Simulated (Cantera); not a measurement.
# Adiabatic ignition

An adiabatic, constant-pressure homogeneous reactor starts with CH₄ : CO : O₂ : N₂ = 1 : 0.31 : 3.59 : 13.5 (molar parts), at 1298 K and 1.70 bar.

Cantera simulation using GRI-Mech 3.0 (53 species, 325 reactions); the numbers are that mechanism's predictions, not measurements.

```csv
t (s),T (K),x CH₄,x CO,x O₂,x H₂O,x H₂,x CH₃,x C₂H₆
4.00e-6,1298,0.0543,0.0168,0.195,4.09e-9,3.84e-10,2.75e-8,<1e-12
1.86e-5,1298,0.0543,0.0168,0.195,3.16e-8,2.57e-9,1.43e-7,9.24e-12
8.62e-5,1298,0.0543,0.0168,0.195,3.35e-7,2.56e-8,8.19e-7,1.30e-9
0.000400,1298,0.0543,0.0168,0.195,7.08e-6,6.29e-7,6.75e-6,3.57e-7
0.00186,1299,0.0541,0.0168,0.195,0.000192,2.38e-5,2.80e-5,4.77e-5
0.00862,2444,<1e-12,0.00500,0.0774,0.103,0.00129,<1e-12,<1e-12
0.0400,2430,<1e-12,0.00477,0.0732,0.103,0.00124,<1e-12,<1e-12
0.186,2428,<1e-12,0.00473,0.0725,0.104,0.00123,<1e-12,<1e-12
0.862,2428,<1e-12,0.00473,0.0725,0.104,0.00123,<1e-12,<1e-12
4.00,2428,<1e-12,0.00473,0.0725,0.104,0.00123,<1e-12,<1e-12
```
x: mole fraction; the columns are a selection and need not sum to one.

The time of steepest temperature rise is 6.29 ms and the temperature at 4.00 s is 2428 K. The equilibrium temperature is 2428 K and the x(CH₄) at 4.00 s is <1e-12 (gas-phase equilibrium <1e-12). The x(CO) at 4.00 s is 0.00473 (gas-phase equilibrium 0.00473) and the x(O₂) at 4.00 s is 0.0725 (gas-phase equilibrium 0.0725).
